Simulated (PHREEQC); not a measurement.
Dissolve 1.3 mmol/kgw HF, 22.5 mmol/kgw NaF, 0.13 mmol/kgw H2SiF6 and 0.055 mmol/kgw HCl at 25 °C. Closed to the air; pH follows from the charge balance.

The numbers come from PHREEQC with the ion-association model, wateq4f.dat.

Q: The ionic strength comes out as 0.0225 mol/kgw. What activity coefficients do F-, SiF6-2, H+, Cl-, HF2- get?

A: F- 0.86, SiF6-2 0.57, H+ 0.89, Cl- 0.86, HF2- 0.86.

This is a speciation only: nothing precipitates in the calculation. Complexes and solids missing from the database can't appear. SiF6-2 is the database's only silicon fluoride.
